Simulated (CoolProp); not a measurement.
A single-stage vapour-compression cycle with the fluid: evaporating at 264.15 K (dew point), condensing at 323.15 K (bubble point), superheat 2 K, subcooling 5 K, compressor efficiency 0.85, no pressure losses. The same conditions are run with several fluids, on thermodynamics alone (safety and materials aside).

Computed with CoolProp (reference Helmholtz-energy equation of state of each fluid (R22: Kamei 1995; R1233zd(E): Akasaka 2022; R134a: Tillner-Roth 1994; trans-2-butene: Lemmon 2005; R152A: Outcalt 1996; vinyl chloride: Thol 2022)).

| fluid | cooling COP | pressure ratio | discharge temperature (K) | refrigerating effect (kJ/kg) | volumetric capacity (kJ/m³) |
|---|---|---|---|---|---|
| R22 | 2.91 | 5.29 | 360.4 | 147 | 2300 |
| R1233zd(E) | 3.11 | 9.13 | 332.1 | 145 | 280 |
| R134a | 2.86 | 6.32 | 337.8 | 131 | 1350 |
| trans-2-butene | 3.11 | 7.05 | 334.6 | 293 | 524 |
| R152A | 3.02 | 6.24 | 351.7 | 222 | 1340 |
| vinyl chloride | 3.19 | 6.34 | 370.0 | 270 | 974 |
